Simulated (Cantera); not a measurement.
## Ignition delay

Mixture: CH3OH : O2 : N2 : H2O = 1 : 1.9 : 12.7 : 0.45 (molar parts), at 4.93 atm, adiabatic and at constant volume. Ignition delay is the time to a rise of 400 K.

Cantera simulation using GRI-Mech 3.0 (53 species, 325 reactions); the numbers are that mechanism's predictions, not measurements. GRI-Mech 3.0 was tuned for natural gas; its chemistry of methanol as a main component is partial and can be far from experiment.

| T0 (K) | delay (ms) |
|---|---|
| 1075 | 29.8 |
| 1150 | 6.77 |
| 1225 | 1.86 |
| 1300 | 0.608 |
| 1375 | 0.230 |
| 1450 | 0.0993 |
| 1525 | 0.0480 |
| 1600 | 0.0254 |

```yaml
apparent activation energy between 1450 and 1600 K: 180 kJ/mol
```
